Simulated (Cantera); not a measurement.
Mixture: CH4 : O2 : N2 = 1 : 4.26 : 16 (molar parts), equivalence ratio 0.47, at 7.50 bar, adiabatic and at constant volume. Ignition delay is the time to a rise of 400 K.

Computed with Cantera and GRI-Mech 3.0 (53 species, 325 reactions).

**Question.** What does this change do: constant pressure in place of constant volume?

**Answer.** 
| quantity | before | after |
|---|---|---|
| delay at 1175 K | 6.18 ms | 6.40 ms |
| delay at 1375 K | 0.590 ms | 0.619 ms |
| delay at 1575 K | 90.1 µs | 95.2 µs |
| delay at 1775 K | 20.8 µs | 22.1 µs |
| apparent activation energy between 1675 and 1875 K | 170 kJ/mol | 170 kJ/mol |
